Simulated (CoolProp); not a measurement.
A single-stage vapour-compression cycle with R115: evaporating at 238.15 K (dew point), condensing at 287.15 K (bubble point), superheat 2 K, subcooling 0 K, compressor efficiency 0.75, no pressure losses. Each further row changes one setting.

Computed with CoolProp (reference Helmholtz-energy equation of state, Lemmon 2016).

```json
[
 {"case": "as stated", "cooling COP": "2.65", "pressure ratio": "5.49", "discharge temperature (K)": "292.0", "refrigerating effect (kJ/kg)": "76.1", "volumetric capacity (kJ/m³)": "753"},
 {"case": "evaporating temperature 243.15 K", "cooling COP": "3.12", "pressure ratio": "4.46", "discharge temperature (K)": "291.3", "refrigerating effect (kJ/kg)": "78.9", "volumetric capacity (kJ/m³)": "951"},
 {"case": "condensing temperature 282.15 K", "cooling COP": "3.10", "pressure ratio": "4.76", "discharge temperature (K)": "287.2", "refrigerating effect (kJ/kg)": "81.4", "volumetric capacity (kJ/m³)": "806"},
 {"case": "subcooling 5 K", "cooling COP": "2.84", "pressure ratio": "5.49", "discharge temperature (K)": "292.0", "refrigerating effect (kJ/kg)": "81.4", "volumetric capacity (kJ/m³)": "806"},
 {"case": "superheat 12 K", "cooling COP": "2.73", "pressure ratio": "5.49", "discharge temperature (K)": "302.3", "refrigerating effect (kJ/kg)": "82.7", "volumetric capacity (kJ/m³)": "781"},
 {"case": "compressor efficiency 0.65", "cooling COP": "2.30", "pressure ratio": "5.49", "discharge temperature (K)": "297.5", "refrigerating effect (kJ/kg)": "76.1", "volumetric capacity (kJ/m³)": "753"}
]
```
